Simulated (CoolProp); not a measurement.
Vapour-liquid equilibrium of propane (1) + n-perfluorobutane (2) at 287 K; x and y are mole fractions of (1).

Values from CoolProp's multi-fluid Helmholtz-energy mixture model, Lemmon 2009 and Gao 2022; pair parameters Bell 2016.

```json
[
 {"x": "0.05", "bubble pressure, mixture model (MPa)": "0.2673", "bubble pressure, Raoult's law (MPa)": "0.2101", "y, mixture model": "0.322", "y, Raoult's law": "0.169"},
 {"x": "0.125", "bubble pressure, mixture model (MPa)": "0.3731", "bubble pressure, Raoult's law (MPa)": "0.2495", "y, mixture model": "0.530", "y, Raoult's law": "0.355"},
 {"x": "0.2", "bubble pressure, mixture model (MPa)": "0.4559", "bubble pressure, Raoult's law (MPa)": "0.2889", "y, mixture model": "0.630", "y, Raoult's law": "0.491"},
 {"x": "0.275", "bubble pressure, mixture model (MPa)": "0.5182", "bubble pressure, Raoult's law (MPa)": "0.3282", "y, mixture model": "0.687", "y, Raoult's law": "0.594"},
 {"x": "0.35", "bubble pressure, mixture model (MPa)": "0.5642", "bubble pressure, Raoult's law (MPa)": "0.3676", "y, mixture model": "0.724", "y, Raoult's law": "0.675"},
 {"x": "0.425", "bubble pressure, mixture model (MPa)": "0.5984", "bubble pressure, Raoult's law (MPa)": "0.4070", "y, mixture model": "0.751", "y, Raoult's law": "0.740"},
 {"x": "0.5", "bubble pressure, mixture model (MPa)": "0.6244", "bubble pressure, Raoult's law (MPa)": "0.4464", "y, mixture model": "0.772", "y, Raoult's law": "0.794"},
 {"x": "0.575", "bubble pressure, mixture model (MPa)": "0.6455", "bubble pressure, Raoult's law (MPa)": "0.4857", "y, mixture model": "0.791", "y, Raoult's law": "0.839"},
 {"x": "0.65", "bubble pressure, mixture model (MPa)": "0.6636", "bubble pressure, Raoult's law (MPa)": "0.5251", "y, mixture model": "0.811", "y, Raoult's law": "0.877"},
 {"x": "0.725", "bubble pressure, mixture model (MPa)": "0.6799", "bubble pressure, Raoult's law (MPa)": "0.5645", "y, mixture model": "0.833", "y, Raoult's law": "0.910"},
 {"x": "0.8", "bubble pressure, mixture model (MPa)": "0.6944", "bubble pressure, Raoult's law (MPa)": "0.6038", "y, mixture model": "0.860", "y, Raoult's law": "0.939"},
 {"x": "0.875", "bubble pressure, mixture model (MPa)": "0.7058", "bubble pressure, Raoult's law (MPa)": "0.6432", "y, mixture model": "0.898", "y, Raoult's law": "0.964"},
 {"x": "0.95", "bubble pressure, mixture model (MPa)": "0.7112", "bubble pressure, Raoult's law (MPa)": "0.6826", "y, mixture model": "0.951", "y, Raoult's law": "0.987"}
]
```

The largest gap from Raoult's law is +57.9 % in bubble pressure, at x = 0.275. No azeotrope shows between x = 0.05 and 0.95.

The pair parameters rest on a limited set of measurements; away from them the model extrapolates. With so large a gap from Raoult's law the liquid may split in two, which this calculation doesn't test in full.
